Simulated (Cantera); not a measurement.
What does this Cantera script print?

```python
import numpy as np
import cantera as ct

gas_names = """
    C CH CH2 CH3 CH2OH CH3O CH4 CH3OH CN CO CO2 COOH C2 C2H CHCO,ketyl C2H2,acetylene C2H2,vinylidene
    CH2CO,ketene C2H3,vinyl CH3CN CH3CO,acetyl C2H4 C2H4O,ethylen CH3CHO,ethanal CH3COOH (HCOOH)2 C2H5
    C2H6 CH3OCH3 C2H5OH CCN CNC C2N2 C2O C3 C3H3,propargyl C3H4,allene C3H4,propyne C3H4,cyclo-
    C3H5,allyl C3H6,propylene C3H6,cyclo- C3H6O C3H7,n-propyl C3H7,i-propyl C3H8 C3H8O,1propanol
    C3H8O,2propanol C3O2 C4 C4H2 C4H4,1,3-cyclo- C4H6,butadiene C4H6,2-butyne C4H6,cyclo- C4H8,1-butene
    C4H8,cis2-buten C4H8,tr2-butene C4H8,isobutene C4H8,cyclo- (CH3COOH)2 C4H9,n-butyl C4H9,i-butyl
    C4H9,s-butyl C4H9,t-butyl C4H10,isobutane C4H10,n-butane C4N2 C5 C5H6,1,3cyclo- C5H8,cyclo-
    C5H10,1-pentene C5H10,cyclo- C5H11,pentyl C5H11,t-pentyl C5H12,n-pentane C5H12,i-pentane
    CH3C(CH3)2CH3 C6H2 C6H5,phenyl C6H5O,phenoxy C6H6 C6H5OH,phenol C6H10,cyclo- C6H12,1-hexene
    C6H12,cyclo- C6H13,n-hexyl C7H7,benzyl C7H8 C7H8O,cresol C7H14,1-heptene C7H15,n-heptyl
    C7H16,n-heptane C8H8,styrene C8H10,ethylbenz C8H16,1-octene C8H17,n-octyl C8H18,isooctane
    C8H18,n-octane C9H19,n-nonyl C10H8,naphthale C10H21,n-decyl C12H9,o-bipheny C12H10,bipheny H HCN HCO
    HCCN HNC HNCO HNO HNO2 HNO3 HO2 H2 HCHO,formaldehy HCOOH H2O H2O2 N NCO NH NH2 NH3 NH2OH NO NO2 NO3
    N2 N2H2 N2H4 N2O O OH O2 O3 Si SiC SiC2 SiC4H12 SiH SiH2 SiH3 SiH4 SiN SiO SiO2 Si2 Si2C Si2N Si3
""".split()
cond_names = """
    C(gr) C6H6(L) C7H8(L) C8H18(L),n-octa H2O(s) H2O(L) Si(cr) Si(L) SiC(b) SiO2(Lqz) SiO2(hqz) SiO2(L)
    Si2N2O(s) Si3N4(a)
""".split()


def load(file, names, dense=False):
    # The tables refer to 1 bar. Condensed volumes are neglected.
    table = {s.name: s for s in ct.Species.list_from_file(file)}
    out = []
    for n in names:
        d = dict(table[n].input_data)
        d["thermo"] = dict(d["thermo"], **{"reference-pressure": 1e5})
        if dense:
            d["equation-of-state"] = {"model": "constant-volume", "density": "1e6 g/cm^3"}
        out.append(ct.Species.from_dict(d))
    return out


gas = ct.Solution(thermo="ideal-gas", species=load("nasa_gas.yaml", gas_names))
cond = {s.name: ct.Solution(thermo="fixed-stoichiometry", species=[s], name=s.name)
        for s in load("nasa_condensed.yaml", cond_names, dense=True)}
atoms = {
    'SiC': {'Si': 1, 'C': 1},
    'H2O': {'H': 2, 'O': 1},
    'N2': {'N': 2},
}
top_T = {'C(gr)': 4500, 'SiC(b)': 3050, 'Si2N2O(s)': 2100, 'Si3N4(a)': 2400}  # K; cautious upper limits of use, not melting points


def equilibrate(T, P, feed):
    n = {}
    for name, mol in feed.items():
        for a, k in atoms[name].items():
            n[a] = n.get(a, 0.0) + k * mol
    gas.TPX = T, P, n
    mass = sum(n.values()) * gas.mean_molecular_weight
    gas.equilibrate("TP")
    valid = [c for c in cond.values() if c.min_temp <= T <= top_T.get(c.name, c.max_temp)]
    mix = ct.Mixture([(gas, mass / gas.mean_molecular_weight)] + [(c, 0.0) for c in valid])
    mix.T, mix.P = T, P
    mix.equilibrate("TP", solver="vcs", rtol=1e-11, max_steps=5000)
    return mix


results = []
feed = {'SiC': 1, 'H2O': 0.97, 'N2': 5.4}  # mol
P = 12000  # Pa
for T in [998, 1073, 1148, 1223, 1298, 1373, 1448, 1523, 1598, 1673]:
    mix = equilibrate(T, P, feed)
    results.append((T, P, feed, dict(zip(mix.species_names, mix.species_moles))))
    x = sorted(zip(gas.X, gas.species_names), reverse=True)
    print(f"T = {T:g} K  P = {P:g} Pa  gas = {mix.phase_moles(0):.4g} mol")
    print("   x: " + "  ".join(f"{s} {v:.3e}" for v, s in x if v > 1e-05))
    print("   condensed (mol): " + ("  ".join(f"{mix.phase(i).name} {mix.phase_moles(i):.4g}"
          for i in range(1, mix.n_phases) if mix.phase_moles(i) > 1e-12) or "none"))
```

It prints:

```
T = 998 K  P = 12000 Pa  gas = 6.03 mol
   x: N2 8.380e-01  H2 1.602e-01  CO 1.406e-03  CH4 3.006e-04  H2O 1.104e-05
   condensed (mol): C(gr) 0.9897  SiO2(hqz) 0.3076  Si2N2O(s) 0.3462
T = 1073 K  P = 12000 Pa  gas = 6.051 mol
   x: N2 8.336e-01  H2 1.600e-01  CO 6.267e-03  CH4 1.412e-04  H2O 1.564e-05
   condensed (mol): C(gr) 0.9612  SiO2(hqz) 0.288  Si2N2O(s) 0.356
T = 1148 K  P = 12000 Pa  gas = 6.119 mol
   x: N2 8.187e-01  H2 1.583e-01  CO 2.281e-02  CH4 7.158e-05  H2O 2.083e-05  HCN 1.469e-05
   condensed (mol): C(gr) 0.8599  SiO2(hqz) 0.2202  Si2N2O(s) 0.3899
T = 1223 K  P = 12000 Pa  gas = 6.32 mol
   x: N2 7.768e-01  H2 1.534e-01  CO 6.977e-02  CH4 3.760e-05  HCN 3.303e-05  H2O 2.580e-05
   condensed (mol): C(gr) 0.5585  SiO2(hqz) 0.01917  Si2N2O(s) 0.4904
T = 1298 K  P = 12000 Pa  gas = 6.34 mol
   x: N2 7.729e-01  H2 1.529e-01  CO 7.412e-02  HCN 6.984e-05  CH4 2.235e-05  H2O 1.264e-05
   condensed (mol): C(gr) 0.5295  Si2N2O(s) 0.5
T = 1373 K  P = 12000 Pa  gas = 6.34 mol
   x: N2 7.728e-01  H2 1.529e-01  CO 7.412e-02  HCN 1.364e-04  CH4 1.412e-05
   condensed (mol): C(gr) 0.5291  Si2N2O(s) 0.5
T = 1448 K  P = 12000 Pa  gas = 6.34 mol
   x: N2 7.728e-01  H2 1.528e-01  CO 7.413e-02  HCN 2.484e-04  H 1.040e-05
   condensed (mol): C(gr) 0.5284  Si2N2O(s) 0.5
T = 1523 K  P = 12000 Pa  gas = 6.34 mol
   x: N2 7.726e-01  H2 1.527e-01  CO 7.412e-02  HCN 4.261e-04  H 2.608e-05  SiO 1.415e-05
   condensed (mol): C(gr) 0.5272  Si2N2O(s) 0.5
T = 1598 K  P = 12000 Pa  gas = 6.341 mol
   x: N2 7.725e-01  H2 1.526e-01  CO 7.409e-02  HCN 6.941e-04  SiO 6.544e-05  H 6.002e-05  HNC 1.579e-05
   condensed (mol): C(gr) 0.5256  Si2N2O(s) 0.4998
T = 1673 K  P = 12000 Pa  gas = 6.342 mol
   x: N2 7.722e-01  H2 1.523e-01  CO 7.398e-02  HCN 1.081e-03  SiO 2.626e-04  H 1.283e-04  HNC 3.017e-05
   condensed (mol): C(gr) 0.5237  Si2N2O(s) 0.4992
```

These are equilibrium values from Cantera (NASA tables, ideal gas, pure condensed phases), not measurements of a reactor. N2 is the only nitrogen source here; it is nearly inert below about 1500 K, so the nitride shown seldom forms there in practice. Mutual solubility and eutectic melting of coexisting phases are not modelled. The tables hold silica as quartz up to 1696 K and as liquid above; real silica turns to tridymite and cristobalite and melts near 1996 K.
